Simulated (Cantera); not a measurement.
A closed system holds: 1 mol n-butane, 0.026 mol H2O, 0.73 mol N2, equilibrated at 1948.15 K and 2480 Torr.

Method: chemical equilibrium by Gibbs-energy minimisation in Cantera with the NASA 1993 tables (ideal gas, pure condensed phases). Candidate condensed phases: C, C6H6, C7H8, C8H18, H2O; 136 gas species. Equilibrium is a limit: real reactors are often held back by kinetics, nucleation or transport.

Base state: H2 0.865, N2 0.124, CO 0.00450, HCN 0.00392, CH4 0.00121, H 0.000579, C2H2 (acetylene) 0.000467, HNC 0.000202 (mole fractions); condensed: C(graphite).

Question: What changes in the equilibrium state with this change: H2O from 0.026 to 0.18 mol?

Answer: 
| species | before | after |
|---|---|---|
| H2 | 0.865 | 0.846 |
| N2 | 0.124 | 0.118 |
| CO | 0.00450 | 0.0296 |
| H2O | 1.86e-6 | 1.20e-5 |
| NH3 | 2.05e-5 | 1.94e-5 |
| CH4 | 0.00121 | 0.00116 |
| C(graphite), mol | 3.94 | 3.78 |
